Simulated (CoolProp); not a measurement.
C2F6 (R116) along the isotherm 22.65 °C: Z from the reference equation and from simpler models built on Tc = 19.9 °C, pc = 30.48 bar, ω = 0.257; each cubic takes its own stable root.

Values from CoolProp's reference Helmholtz-energy equation of state, Lemmon 2006. It is a short technical equation, of lower accuracy than the large ones.

```tsv
p (bar)	phase	reference	van der Waals	Soave-Redlich-Kwong	Peng-Robinson
0.241	gas	0.9974	0.9977	0.9974	0.9971
0.428	gas	0.9955	0.9959	0.9953	0.9948
0.762	gas	0.9919	0.9927	0.9917	0.9907
1.35	gas	0.9856	0.9870	0.9852	0.9836
2.41	gas	0.9740	0.9766	0.9735	0.9705
4.28	gas	0.9532	0.9578	0.9522	0.9470
7.62	gas	0.9140	(withheld)	0.9127	0.9035
13.5	gas	0.8377	0.8539	0.8369	0.8211
24.1	gas	0.6596	0.6915	0.6645	0.6387
42.8	supercritical	0.2478	(withheld)	0.2888	0.2617
76.2	supercritical	0.3818	0.5111	0.4159	(withheld)
```

What belongs in the gaps?


- 7.62, van der Waals: 0.9225
- 42.8, van der Waals: 0.3387
- 76.2, Peng-Robinson: 0.3744
